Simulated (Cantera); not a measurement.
An isothermal, constant-pressure homogeneous reactor starts with H2 : O2 : N2 = 1.1 : 1 : 16 (molar parts), at 825 K and 120 Torr.

Model: the H2/O2 subset of GRI-Mech 3.0, which has no nitrogen chemistry, integrated in Cantera. Below about 950 K walls govern HO2 and H2O2 in real vessels. The temperature is held fixed by assumption; the heat of reaction is taken as removed at once.

Q: Predict: x(H2) at 2.00 s; x(O2) at 2.00 s; x(H) at 2.00 s; x(H2O2) at 2.00 s; x(H2O) at 2.00 s; x(OH) at 2.00 s.

A: 
| Property | Value |
|---|---|
| x(H2) at 2.00 s | 0.00556 (gas-phase equilibrium <1e-12) |
| x(O2) at 2.00 s | 0.0283 (gas-phase equilibrium 0.0256) |
| x(H) at 2.00 s | 3.16e-8 (gas-phase equilibrium <1e-12) |
| x(H2O2) at 2.00 s | 1.75e-5 (gas-phase equilibrium <1e-12) |
| x(H2O) at 2.00 s | 0.0569 (gas-phase equilibrium 0.0627) |
| x(OH) at 2.00 s | 8.29e-9 (gas-phase equilibrium 1.36e-9) |
